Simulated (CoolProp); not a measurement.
Dry air along the isotherm 150.6 K: density (kg/m³) from the reference equation and from simpler models built on Tc = 132.5 K, pc = 37.86 bar, ω = 0.034; each cubic takes its own stable root.

Computed with CoolProp (reference Helmholtz-energy equation of state, Lemmon 2000). It is a pseudo-pure fit of the blend.

| p (bar) | phase | reference | ideal gas | Redlich-Kwong | Soave-Redlich-Kwong | Peng-Robinson |
|---|---|---|---|---|---|---|
| 42.1 | supercritical | 139.8 | 97.39 | 139.8 | 138.8 | 145.0 |
| 84.1 | supercritical | 426.1 | 194.5 | 403.1 | 397.1 | 429.3 |
| 126 | supercritical | 537.9 | 291.5 | 521.2 | 517.0 | 566.6 |
| 168 | supercritical | 591.6 | 388.6 | 585.3 | 582.0 | 640.9 |
| 210 | supercritical | 627.6 | 485.8 | 629.8 | 627.0 | 692.2 |
| 252 | supercritical | 655.1 | 582.9 | 664.0 | 661.6 | 731.2 |
| 294 | supercritical | 677.4 | 680.1 | 691.8 | 689.7 | 762.8 |
| 337 | supercritical | 696.8 | 779.6 | 715.7 | 713.8 | 789.9 |
| 379 | supercritical | 713.3 | 876.7 | 735.8 | 734.0 | 812.5 |
